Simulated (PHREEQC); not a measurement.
4.4 g of hydrous ferric oxide (600 m²/g; 0.2 weak and 0.005 strong sites per Fe, Dzombak-Morel constants, diffuse double layer) in 1 kg of water with 0.01 mol/kgw of an inert sodium salt, at 25 °C; the pH is set by adding NaOH or the inert anion's acid. O2 is buffered at 0.21 atm. CO2 from the air is kept out. Precipitation was switched off in this run.

All values are PHREEQC results (ion-association model, wateq4f.dat), not measurements.

Predict surface charge σ (C/m²), surface potential ψ (mV) at pH = 5.5, 7.5.


```
pH   surface charge σ (C/m²)  surface potential ψ (mV)
---  -----------------------  ------------------------
5.5                    0.079                       132
7.5                    0.008                        34
```

The oxide is taken as insoluble; below pH 4 it would dissolve.
